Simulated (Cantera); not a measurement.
Charge: 1 mol HI, 1.5 mol H₂, 0.61 mol O₂, 0.038 mol H₂O, equilibrated at 1575 °C and 0.740 bar.

These are equilibrium values from Cantera (NASA tables, ideal gas, pure condensed phases), not measurements of a reactor. Candidate condensed phases: H₂O, I₂; 12 gas species. Rates play no part.

Base state: H₂O 0.434, I 0.247, H₂ 0.223, HI 0.0922, I₂ 0.00284, H 0.000291, OH 4.18e-5 (mole fractions); condensed: gas only.

Q: What changes in the equilibrium state with this change: H₂ from 1.5 to 2 mol?

A: 
```tsv
species	before	after
H₂O	0.434	0.372
H₂	0.223	0.333
I	0.247	0.201
HI	0.0922	0.0915
I₂	0.00284	0.00187
OH	4.18e-5	2.93e-5
H	0.000291	0.000356
```

Q: What changes in the equilibrium state with this change: temperature from 1575 °C to 2000 °C?

A: 
```
species    before     after
-------  --------  --------
H₂O         0.434     0.420
I           0.247     0.294
H₂          0.223     0.240
HI         0.0922    0.0400
O         4.16e-8   1.78e-5
O₂        3.56e-8   1.31e-5
OH        4.18e-5   0.00130
H        0.000291   0.00478
I₂        0.00284  0.000596
```
